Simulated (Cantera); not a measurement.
Input: 1 mol PbS, a varied amount of H₂, at 2025 K and 460000 Pa.

Method: chemical equilibrium by Gibbs-energy minimisation in Cantera with the NASA 1993 tables (ideal gas, pure condensed phases). Candidate condensed phases: Pb, PbS, S; 10 gas species. The numbers say what is thermodynamically allowed, not how fast it happens.

x: gas mole fraction; nothing condenses.

```csv
n(H₂) (mol),x H₂,x PbS,x Pb,x H₂S,x S₂,x SH
0.37,0.215,0.600,0.106,0.0431,0.0286,0.00592
0.55,0.290,0.524,0.104,0.0520,0.0228,0.00615
0.83,0.382,0.435,0.0994,0.0592,0.0171,0.00611
1.2,___,___,0.0937,0.0627,___,0.00583
1.9,0.582,0.256,0.0843,0.0627,0.00826,0.00524
2.8,0.669,0.186,0.0746,0.0590,0.00555,0.00460
4.2,___,___,___,___,___,___
6.3,0.812,0.0834,0.0529,0.0453,0.00222,0.00320
```

Question: Complete the blanks.

Answer: 
- 4.2, x H₂: 0.748
- 4.2, x PbS: 0.127
- 4.2, x Pb: 0.0637
- 4.2, x H₂S: 0.0528
- 4.2, x S₂: 0.00356
- 4.2, x SH: 0.00389
- 1.2, x H₂: 0.471
- 1.2, x PbS: 0.353
- 1.2, x S₂: 0.0127
